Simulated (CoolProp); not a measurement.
n-perfluoropentane along the isobar 6.14 bar: fugacity coefficient from the reference equation and from simpler models built on Tc = 147.9 °C, pc = 20.63 bar, ω = 0.436; each cubic takes its own stable root.

Computed with CoolProp (reference Helmholtz-energy equation of state, Gao 2022).

| T (°C) | phase | reference |
|---|---|---|
| 91.45 | gas | 0.8313 |
| 101.15 | gas | 0.8468 |
| 110.85 | gas | 0.8604 |
| 120.45 | gas | 0.8724 |
| 130.15 | gas | 0.8832 |
| 139.85 | gas | 0.8928 |
| 149.45 | gas | 0.9014 |
| 159.15 | gas | 0.9093 |
| 168.85 | gas | 0.9164 |
| 178.45 | gas | 0.9228 |
| 188.15 | gas | 0.9287 |
| 197.85 | gas | 0.9341 |
| 207.55 | gas | 0.9391 |
| 217.15 | gas | 0.9436 |
| 226.85 | gas | 0.9477 |

**Question.** How far does each simpler model (Redlich-Kwong, Soave-Redlich-Kwong) lie from the reference over these 15 states: mean and median of the absolute difference, and the worst?

**Answer.** 
- Redlich-Kwong: mean 0.7 %, median 0.6 %, worst +2.2 % at 91.45 °C and 6.14 bar
- Soave-Redlich-Kwong: mean 0.1 %, median 0.1 %, worst +0.4 % at 91.45 °C and 6.14 bar
